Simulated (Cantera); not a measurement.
Mixture: CH4 : O2 : N2 = 1 : 0.909 : 4.45 (molar parts), at 8.10 bar, adiabatic and at constant volume. Ignition delay is the time to a rise of 400 K.

Computed with Cantera and GRI-Mech 3.0 (53 species, 325 reactions).

Question: Predict: delay at 1250 K; delay at 1400 K; delay at 1550 K; delay at 1700 K; apparent activation energy between 1625 and 1775 K.

Answer: delay at 1250 K: 5.90 ms
delay at 1400 K: 1.08 ms
delay at 1550 K: 0.229 ms
delay at 1700 K: 57.2 µs
apparent activation energy between 1625 and 1775 K: 210 kJ/mol
